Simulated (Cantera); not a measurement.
A closed system holds: 1 mol Si3N4, 0.0025 mol H2O, 83 mol H2, at 925 K and 43.0 Pa.

Equilibrium computed with Cantera from the NASA thermochemical tables; the gas is ideal and each condensed phase is pure. The numbers say what is thermodynamically allowed, not how fast it happens.

```json
[
 {"species": "H2", "before": "1.000", "after": "0.945"},
 {"species": "N2", "before": "1.00e-5", "after": "0.0230"},
 {"species": "H", "before": "1.26e-8", "after": "0.0206"},
 {"species": "Si", "before": "<1e-9", "after": "0.0106"},
 {"species": "SiH", "before": "<1e-9", "after": "0.000227"},
 {"species": "Si2", "before": "<1e-9", "after": "6.88e-5"},
 {"species": "SiH2", "before": "<1e-9", "after": "3.37e-5"},
 {"species": "SiO", "before": "<1e-9", "after": "2.88e-5"},
 {"species": "Si2N", "before": "<1e-9", "after": "2.14e-5"},
 {"species": "Si3", "before": "<1e-9", "after": "1.62e-5"},
 {"species": "Si2N2O(s), mol", "before": "0.00250", "after": "0"},
 {"species": "Si3N4(s), mol", "before": "0.998", "after": "0"},
 {"species": "Si(l), mol", "before": "0", "after": "2.04"}
]
```
Gas species are given as mole fractions.

Which change was made?
(A) temperature from 925 K to 1998.15 K
(B) temperature from 925 K to 2073 K
(C) temperature from 925 K to 1825 K
(D) temperature from 925 K to 1923 K

C, temperature from 925 K to 1825 K. The tables' values for SiN are old estimates; treat these amounts as uncertain. Gases not in the tables: Si2H6 and higher silanes
